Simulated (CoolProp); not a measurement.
CH3F (R41) at several states: Z from the reference equation and from simpler models built on Tc = 44.1 °C, pc = 5906 kPa, ω = 0.200; each cubic takes its own stable root.

Computed with CoolProp (reference Helmholtz-energy equation of state, Lemmon 2006). It is a short technical equation, of lower accuracy than the large ones.

```
T (°C)  p (kPa)   phase  reference
------  -------  ------  ---------
-96.35     4800  liquid     0.1204
131.15      148     gas     0.9956
60.65      3350     gas     0.7917
17.25     12200  liquid     0.2549
0.05        301     gas     0.9661
57.75       959     gas     0.9429
```

Problem. How far does each simpler model (van der Waals, Redlich-Kwong, Soave-Redlich-Kwong) lie from the reference over these 6 states: mean and median of the absolute difference, and the worst?

Solution. 
- van der Waals: mean 27.8 %, median 2.9 %, worst +88.4 % at -96.35 °C and 4800 kPa
- Redlich-Kwong: mean 10.5 %, median 1.7 %, worst +30.9 % at 17.25 °C and 12200 kPa
- Soave-Redlich-Kwong: mean 9.9 %, median 2.0 %, worst +28.4 % at 17.25 °C and 12200 kPa
